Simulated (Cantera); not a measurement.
Cantera run, input and output.

```python
import numpy as np
import cantera as ct

surf = ct.Interface("ptcombust.yaml", "Pt_surf")
gas = surf.adjacent["gas"]
gas.TPX = 825, 80000, {'H2': 0.0031, 'O2': 0.14, 'N2': 0.79, 'H2O': 0.0088}
surf.TP = 825, 80000
reactor = ct.FlowReactor(gas, clone=False)
reactor.area = 0.0001  # m2
reactor.surface_area_to_volume_ratio = 4300  # 1/m
reactor.mass_flow_rate = 4.5 * reactor.area * gas.density  # inlet velocity 4.5 m/s
reactor.energy_enabled = False
wall = ct.ReactorSurface(surf, reactor, clone=False)
net = ct.ReactorNet([reactor])
net.rtol, net.atol = 1e-8, 1e-16
show, cover = ['H2', 'O2', 'H2O'], ['PT(S)', 'H(S)', 'O(S)', 'OH(S)', 'CO(S)', 'C(S)']

rows = []
print(f"{'z/m':>9s}{'u/(m/s)':>9s}" + "".join(f"{s:>13s}" for s in show + cover))
for z in [0.00055, 0.00098, 0.0017, 0.0031, 0.0055, 0.0098, 0.017, 0.031, 0.055]:
    net.advance(z)
    rows.append([reactor.speed, *gas[show].X, *surf[cover].coverages])
    print(f"{z:9.4g}{rows[-1][0]:9.3g}" + "".join(f"{x:13.4e}" for x in rows[-1][1:]))
```

Output:

```
      z/m  u/(m/s)           H2           O2          H2O        PT(S)         H(S)         O(S)        OH(S)        CO(S)         C(S)
  0.00055      4.5   1.1396e-03   1.4772e-01   1.1508e-02   5.2582e-02   1.2948e-08   9.4537e-01   2.0502e-03   4.0251e-27   9.0124e-30
  0.00098     4.49   5.5415e-04   1.4747e-01   1.2097e-02   4.9106e-02   1.1359e-08   9.4888e-01   2.0121e-03  -5.2732e-30  -2.4519e-32
   0.0017     4.49   1.7683e-04   1.4731e-01   1.2477e-02   4.7013e-02   1.0429e-08   9.5100e-01   1.9880e-03  -4.7755e-27   9.1490e-31
   0.0031     4.49   2.0456e-05   1.4724e-01   1.2634e-02   4.6179e-02   1.0063e-08   9.5184e-01   1.9781e-03  -3.3142e-25  -1.2686e-30
   0.0055     4.49   5.2139e-07   1.4723e-01   1.2654e-02   4.6074e-02   1.0018e-08   9.5195e-01   1.9768e-03   3.8156e-30   1.7541e-33
   0.0098     4.49   7.3052e-10   1.4723e-01   1.2655e-02   4.6071e-02   1.0016e-08   9.5195e-01   1.9768e-03  -2.5317e-30   5.4490e-33
    0.017     4.49   9.2221e-14   1.4723e-01   1.2655e-02   4.6071e-02   1.0016e-08   9.5195e-01   1.9768e-03  -3.2054e-31   1.0323e-33
    0.031     4.49   7.8901e-14   1.4723e-01   1.2655e-02   4.6071e-02   1.0016e-08   9.5195e-01   1.9768e-03   6.0101e-31   1.3376e-33
    0.055     4.49   7.8902e-14   1.4723e-01   1.2655e-02   4.6071e-02   1.0016e-08   9.5195e-01   1.9768e-03   7.8162e-31   1.7703e-33
```

Detailed kinetics in Cantera: Deutschmann's 1995 Pt surface mechanism with GRI-Mech 3.0 gas chemistry. Catalytic surfaces can have several steady states; this one follows from the mechanism file's or the stated starting coverage. Mass transfer to the wall is taken as infinitely fast.
